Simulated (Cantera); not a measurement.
Charge: 1 mol Si, 3.1 mol HCl, 5 mol H2, equilibrated at 0.133 bar.

Method: chemical equilibrium by Gibbs-energy minimisation in Cantera with the NASA 1993 tables (ideal gas, pure condensed phases). Candidate condensed phases: Si; 19 gas species. The tables' values for SiCl3, SiCl are old estimates; treat these amounts as uncertain. Gases not in the tables: Si2H6 and higher silanes. The numbers say what is thermodynamically allowed, not how fast it happens.

x: gas mole fraction; n: condensed amount in mol.

```json
[
 {"T (°C)": "527", "x H2": "0.884", "x HCl": "0.00213", "x SiCl2": "5.25e-6", "x SiCl4": "0.0824", "x SiHCl3": "0.0309", "x SiCl3": "6.24e-5", "n Si(s)": "0.169", "n Si(l)": "0"},
 {"T (°C)": "627", "x H2": "0.880", "x HCl": "0.00695", "x SiCl2": "7.45e-5", "x SiCl4": "0.0818", "x SiHCl3": "0.0294", "x SiCl3": "0.000358", "n Si(s)": "0.179", "n Si(l)": "0"},
 {"T (°C)": "727", "x H2": "0.873", "x HCl": "0.0176", "x SiCl2": "0.000606", "x SiCl4": "0.0791", "x SiHCl3": "0.0276", "x SiCl3": "0.00141", "n Si(s)": "___", "n Si(l)": "0"},
 {"T (°C)": "827", "x H2": "0.858", "x HCl": "0.0369", "x SiCl2": "0.00323", "x SiCl4": "0.0723", "x SiHCl3": "0.0248", "x SiCl3": "0.00410", "n Si(s)": "___", "n Si(l)": "0"},
 {"T (°C)": "927", "x H2": "0.833", "x HCl": "0.0654", "x SiCl2": "0.0121", "x SiCl4": "0.0588", "x SiHCl3": "0.0204", "x SiCl3": "0.00902", "n Si(s)": "0.243", "n Si(l)": "0"},
 {"T (°C)": "1027", "x H2": "0.801", "x HCl": "0.0988", "x SiCl2": "0.0325", "x SiCl4": "0.0386", "x SiHCl3": "0.0143", "x SiCl3": "0.0145", "n Si(s)": "0.232", "n Si(l)": "0"},
 {"T (°C)": "1127", "x H2": "0.769", "x HCl": "0.127", "x SiCl2": "0.0618", "x SiCl4": "0.0181", "x SiHCl3": "0.00777", "x SiCl3": "0.0162", "n Si(s)": "___", "n Si(l)": "0"},
 {"T (°C)": "1227", "x H2": "0.749", "x HCl": "0.142", "x SiCl2": "0.0865", "x SiCl4": "0.00612", "x SiHCl3": "0.00334", "x SiCl3": "0.0129", "n Si(s)": "___", "n Si(l)": "0"},
 {"T (°C)": "1327", "x H2": "0.740", "x HCl": "0.147", "x SiCl2": "0.101", "x SiCl4": "0.00180", "x SiHCl3": "0.00131", "x SiCl3": "0.00857", "n Si(s)": "___", "n Si(l)": "0"},
 {"T (°C)": "1427", "x H2": "0.737", "x HCl": "0.149", "x SiCl2": "0.107", "x SiCl4": "0.000549", "x SiHCl3": "0.000526", "x SiCl3": "0.00547", "n Si(s)": "___", "n Si(l)": "0.0784"}
]
```

**Question.** Complete the blanks.

**Answer.** 
- 727, n Si(s): 0.198
- 827, n Si(s): 0.224
- 1127, n Si(s): 0.182
- 1227, n Si(s): 0.130
- 1327, n Si(s): 0.0952
- 1427, n Si(s): 0
